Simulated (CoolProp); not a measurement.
Vapour-liquid equilibrium of fluoroethane (R161) (1) + R227EA (2) at 0.586 bar; x and y are mole fractions of (1).

Model: multi-fluid Helmholtz-energy mixture model, Wu 2012 and Lemmon 2016; pair parameters Bell 2016, in CoolProp.

Q: Give the bubble temperature and the first vapour's composition at x = 0.425, 0.875, 0.95. Is there an azeotrope?

A: x = 0.425: -36.0 °C, y = 0.666; x = 0.875: -46.7 °C, y = 0.968; x = 0.95: -48.0 °C, y = 0.988. No azeotrope shows between x = 0.05 and 0.95.

Pair parameters are fitted to limited data, so mixtures are less certain than the pure fluids.
